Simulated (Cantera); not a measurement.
What does this Cantera script print?

```python
import numpy as np
import cantera as ct

gas_names = [...]  # 118 gases of nasa_gas.yaml made of C, Cl, F, H
cond_names = """
    C(gr) C6H6(L) C7H8(L) C8H18(L),n-octa
""".split()


# ... load() reads the species with a 1 bar reference pressure and builds the phases ...
atoms = {
    'CHF3': {'C': 1, 'H': 1, 'F': 3},
    'HCl': {'H': 1, 'CL': 1},
}
top_T = {'C(gr)': 4500}  # K; cautious upper limits of use, not melting points


# ... equilibrate(T, P, feed) seeds the gas with the atoms and calls Mixture.equilibrate('TP', solver="vcs", rtol=1e-11, max_steps=5000) ...
results = []
feed = {'CHF3': 1, 'HCl': 0.25}  # mol
T = 1100  # K
P = 133.322  # Pa
mix = equilibrate(T, P, feed)
results.append((T, P, feed, dict(zip(mix.species_names, mix.species_moles))))
print(gas.report(threshold=0.001))
for i in range(1, mix.n_phases):
    print(f"{mix.phase(i).name:16s} {mix.phase_moles(i):12.5e} mol")
```

Result:

```
       temperature   1100 K
          pressure   133.32 Pa
           density   0.00059953 kg/m^3
  mean mol. weight   41.128 kg/kmol
   phase of matter   gas

                          1 kg             1 kmol
                     ---------------   ---------------
          enthalpy       -9.4963e+06       -3.9056e+08  J
   internal energy       -9.7187e+06       -3.9971e+08  J
           entropy            7802.5         3.209e+05  J/K
    Gibbs function       -1.8079e+07       -7.4355e+08  J
 heat capacity c_p            1208.7             49713  J/K
 heat capacity c_v            1006.6             41399  J/K

                      mass frac. Y      mole frac. X     chem. pot. / RT
                     ---------------   ---------------   ---------------
             CCLF3         0.0040071         0.0015777           -130.53
               CF4           0.57856           0.27038           -146.83
                CL         0.0047215         0.0054777            -19.99
               CL2          0.030034          0.017422            -39.98
               HCL          0.087852          0.099105           -43.549
                HF            0.2948           0.60602            -59.85
     [ +112 minor]        3.1853e-05        1.1145e-05

C(gr)             5.17870e-01 mol
```

These are equilibrium values from Cantera (NASA tables, ideal gas, pure condensed phases), not measurements of a reactor. Gases not in the tables: C2F6 and larger saturated fluorocarbons.
